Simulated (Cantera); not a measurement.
A perfectly stirred reactor is fed with CO : H₂ : O₂ : N₂ = 1 : 0.031 : 0.344 : 1.29 (molar parts), equivalence ratio 1.5, at 0.200 bar; it is adiabatic with a 525 K inlet, and is followed from long to short residence time, starting on the burning branch (τ in s: 0.057, 0.024, 0.01, 0.0043, 0.0018, 0.00078, 0.00033, 0.00014, 5.9e-05, 2.5e-05, 1.1e-05, 4.5e-06).

Cantera simulation using GRI-Mech 3.0 (53 species, 325 reactions); the numbers are that mechanism's predictions, not measurements.

x: mole fraction; the columns are a selection and need not sum to one.

```csv
τ (s),T (K),x CO,x H₂,x O₂,x CO₂,x N₂O,x NO
0.057,2103,0.194,0.00131,0.0220,0.221,4.46e-8,0.000943
0.024,1942,0.207,0.00132,0.0276,0.203,4.39e-8,0.000282
0.010,1759,0.218,0.00116,0.0319,0.187,4.45e-8,0.000125
0.0043,1565,0.229,0.000815,0.0355,0.170,4.78e-8,8.10e-5
0.0018,…,…,…,…,…,5.10e-8,…
0.00078,525,0.375,0.0116,0.129,<1e-12,<1e-12,<1e-12
0.00033,525,0.375,0.0116,0.129,<1e-12,<1e-12,<1e-12
0.00014,525,0.375,0.0116,0.129,<1e-12,<1e-12,<1e-12
5.9e-5,525,0.375,0.0116,0.129,<1e-12,<1e-12,<1e-12
2.5e-5,525,0.375,0.0116,0.129,<1e-12,<1e-12,<1e-12
1.1e-5,525,0.375,0.0116,0.129,<1e-12,<1e-12,<1e-12
4.5e-6,525,0.375,0.0116,0.129,<1e-12,<1e-12,<1e-12
```

**Question.** Some entries are withheld; supply them.

**Answer.** 
- 0.0018, T (K): 1342
- 0.0018, x CO: 0.250
- 0.0018, x H₂: 0.000631
- 0.0018, x O₂: 0.0464
- 0.0018, x CO₂: 0.143
- 0.0018, x NO: 3.43e-5
